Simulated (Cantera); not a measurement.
Input: 1 mol HCl, 3.3 mol O2, 0.22 mol N2, at 748.15 K and 9900000 Pa.

These are equilibrium values from Cantera (NASA tables, ideal gas, pure condensed phases), not measurements of a reactor. Candidate condensed phases: H2O, NH4Cl; 29 gas species. The ideal-gas law is rough above about 30 bar. Equilibrium is a limit: real reactors are often held back by kinetics, nucleation or transport.

Base state: O2 0.716, Cl2 0.107, H2O 0.107, N2 0.0513, HCl 0.0193, HOCl 1.37e-5 (mole fractions); condensed: gas only.

Q: What changes in the equilibrium state with this change: HCl replaced by CS2?

A: 
```tsv
species	before	after
SO2	0	0.435
CO2	0	0.311
SO3	0	0.186
O2	0.716	2.01e-7
H2O	0.107	0
Cl2	0.107	0
HCl	0.0193	0
N2	0.0513	0.0683
HOCl	1.37e-5	0
```
Further candidate phases: C, S.
